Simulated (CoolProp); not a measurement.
The fluid at 293.15 K and 13.6 MPa flows at 6.6 m/s in a round tube of 50 mm bore and 1.5 µm roughness, fully developed (64/Re and Nu = 3.66 if laminar; Colebrook and Gnielinski if turbulent). The same conditions are run with several fluids, on thermodynamics alone (safety and materials aside).

The numbers come from the reference Helmholtz-energy equation of state of each fluid (propylene: Lemmon 2013; R123: Younglove 1994; n-heptane: Span 2003; toluene: Lemmon 2006; n-hexane: Thol 2019) in CoolProp.

Task: Rank propylene, R123, n-heptane, toluene, n-hexane by Reynolds number, highest first.

Result: propylene (1510000), R123 (954000), n-hexane (620000), n-heptane (485000), toluene (441000)

```json
[
 {"fluid": "propylene", "Darcy friction factor": "0.0117", "pressure drop (Pa/m)": "2770", "heat-transfer coefficient (W/(m² K))": "9270", "mass flow (kg/h)": "25400"},
 {"fluid": "R123", "Darcy friction factor": "0.0124", "pressure drop (Pa/m)": "8130", "heat-transfer coefficient (W/(m² K))": "6960", "mass flow (kg/h)": "70500"},
 {"fluid": "n-heptane", "Darcy friction factor": "0.0136", "pressure drop (Pa/m)": "4140", "heat-transfer coefficient (W/(m² K))": "6670", "mass flow (kg/h)": "32500"},
 {"fluid": "toluene", "Darcy friction factor": "0.0139", "pressure drop (Pa/m)": "5290", "heat-transfer coefficient (W/(m² K))": "6440", "mass flow (kg/h)": "40900"},
 {"fluid": "n-hexane", "Darcy friction factor": "0.0131", "pressure drop (Pa/m)": "3850", "heat-transfer coefficient (W/(m² K))": "7260", "mass flow (kg/h)": "31400"}
]
```

Transport values come from each fluid's own correlations; those of propylene are estimates that may be off by 10 % or more.
